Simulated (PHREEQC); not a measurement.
0.4 g of hydrous ferric oxide (600 m²/g; 0.2 weak and 0.005 strong sites per Fe, Dzombak-Morel constants, diffuse double layer) in 1 kg of water with 0.005 mol/kgw of an inert sodium salt and 1.8e-05 mol/kgw NiCl2 and 9.3e-05 mol/kgw CuSO4, at 25 °C; the pH is set by adding NaOH or the inert anion's acid. Oxygen alone is held at its pressure in air (log pO2 = -0.68). No CO2 enters from the air. No solid was allowed to form.

The series has 17 steps of pH, from 4 to 10.

Computed with PHREEQC (ion-association model, wateq4f.dat).

Question: Near which pH is half of the Ni sorbed, and on which side is more sorbed?

Answer: Near pH 6.8, with more sorbed at higher pH.

Question: Near which pH is half of the S sorbed, and on which side is more sorbed?

Answer: Near pH 6.8, with more sorbed at lower pH.

Question: Near which pH is half of the Cu sorbed, and on which side is more sorbed?

Answer: Near pH 5.0, with more sorbed at higher pH.

Complexes and solids missing from the database can't appear. The database's constant for dissolved Cu(OH)2 is higher than later reviews accept.
